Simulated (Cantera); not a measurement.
Charge: 1 mol Pb, 5.7 mol CO2, 4.8 mol CO, 0.85 mol H2O, held at 2000000 Pa.

Cantera equilibrium calculation (NASA polynomials, part measured and part estimated; ideal gas, pure solids and liquids). Candidate condensed phases: C, C6H6, C7H8, C8H18, H2O, Pb, PbO, PbO2, Pb3O4; 113 gas species. Gases not in the tables: (PbO)n polymers. Kinetics and transport are ignored.

### Question
Which condensed phases are stable at each of these points (T (K)): 750, 825, 900, 975, 1050, 1125, 1200, 1275, 1350, 1425, 1500, 1575, 1650, 1725?

### Answer
| T (K) | condensed phases | Pb condensed (%) |
|---|---|---|
| 750 | C(graphite) + Pb(l) | 100.0 |
| 825 | C(graphite) + Pb(l) | 100.0 |
| 900 | C(graphite) + Pb(l) | 100.0 |
| 975 | C(graphite) + Pb(l) | 100.0 |
| 1050 | C(graphite) + Pb(l) | 100.0 |
| 1125 | Pb(l) | 100.0 |
| 1200 | Pb(l) | 100.0 |
| 1275 | Pb(l) | 99.9 |
| 1350 | Pb(l) | 99.7 |
| 1425 | Pb(l) | 99.3 |
| 1500 | Pb(l) | 98.6 |
| 1575 | Pb(l) | 97.2 |
| 1650 | Pb(l) | 94.8 |
| 1725 | Pb(l) | 90.7 |

From 750 K to 1050 K the condensed part is C(graphite) + Pb(l). From 1125 K to 1725 K the condensed part is Pb(l).
